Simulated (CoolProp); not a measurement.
Diethyl ether at several states: density (kg/m³) from the reference equation and from simpler models built on Tc = 467.9 K, pc = 3717 kPa, ω = 0.282; each cubic takes its own stable root.

Model: reference Helmholtz-energy equation of state, Thol 2014, in CoolProp.

| T (K) | p (kPa) | phase | reference |
|---|---|---|---|
| 327.9 | 9710 | liquid | 688.2 |
| 487.4 | 5380 | supercritical | 334.9 |
| 417.4 | 72 | gas | 1.553 |

Q: How far does each simpler model (Redlich-Kwong, Soave-Redlich-Kwong, Peng-Robinson) lie from the reference over these 3 states: mean and median of the absolute difference, and the worst?

A: 
- Redlich-Kwong: mean 7.6 %, median 10.6 %, worst -12.0 % at 487.4 K and 5380 kPa
- Soave-Redlich-Kwong: mean 8.7 %, median 7.8 %, worst -18.2 % at 487.4 K and 5380 kPa
- Peng-Robinson: mean 5.2 %, median 3.9 %, worst -11.6 % at 487.4 K and 5380 kPa
